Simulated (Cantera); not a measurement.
A freely propagating, adiabatic, planar premixed flame of 40.3 % H₂, 12.6 % O₂, 47.1 % N₂, unburnt at 498 K and 2.76 atm; mixture-averaged transport, grid criteria slope 0.08 and curve 0.16, no radiation.

Cantera simulation using the H2/O2 subset of GRI-Mech 3.0, which has no nitrogen chemistry; the numbers are that mechanism's predictions, not measurements. The hydrogen kinetics of GRI-Mech 3.0 are dated; newer H2 mechanisms differ, most at raised pressure. Burning velocities carry a grid error of a few per cent, more on coarse grids.

x: mole fraction of selected species; z is measured from the peak of heat release.

```
z (mm)   T (K)  u (m/s)   x H₂      x O₂     x HO₂       x O   x H₂O₂      x H
-------  -----  -------  -----  --------  --------  --------  -------  -------
-0.324     498     6.95  0.403     0.126     <1e-8     <1e-8    <1e-8    <1e-8
-0.216     498     6.95  0.403     0.126     <1e-8     <1e-8    <1e-8    <1e-8
-0.162     498     6.95  0.403     0.126     <1e-8     <1e-8    <1e-8    <1e-8
-0.108     498     6.95  0.403     0.126   4.26e-7   1.09e-8    <1e-8    <1e-8
-0.0540    529     7.30  0.396     0.126  0.000365   7.12e-6  1.03e-5  5.91e-5
-0.0270    821     11.0  0.357     0.120  0.000493  0.000301  5.83e-5  0.00518
0         1272     16.5  0.271    0.0856  0.000202   0.00279  1.27e-5   0.0307
0.0270     [?]     20.4    [?]       [?]       [?]       [?]      [?]      [?]
0.0540    1746     22.2  0.153    0.0121   2.51e-5   0.00395  1.79e-6   0.0661
0.108     1891     23.9  0.145       [?]       [?]       [?]      [?]      [?]
0.216     2024     25.3  0.151   0.00142   2.89e-6   0.00181  5.16e-7   0.0450
0.432     2141     26.6  0.157  0.000766   1.58e-6  0.000995  2.79e-7   0.0315
0.864     2234     27.5  0.161  0.000350   7.50e-7  0.000459  1.50e-7   0.0206
```

Task: Complete the blanks.

Result: 
- 0.0270, T (K): 1589
- 0.0270, x H₂: 0.187
- 0.0270, x O₂: 0.0356
- 0.0270, x HO₂: 7.68e-5
- 0.0270, x O: 0.00473
- 0.0270, x H₂O₂: 3.12e-6
- 0.0270, x H: 0.0582
- 0.108, x O₂: 0.00292
- 0.108, x HO₂: 5.95e-6
- 0.108, x O: 0.00277
- 0.108, x H₂O₂: 9.71e-7
- 0.108, x H: 0.0592
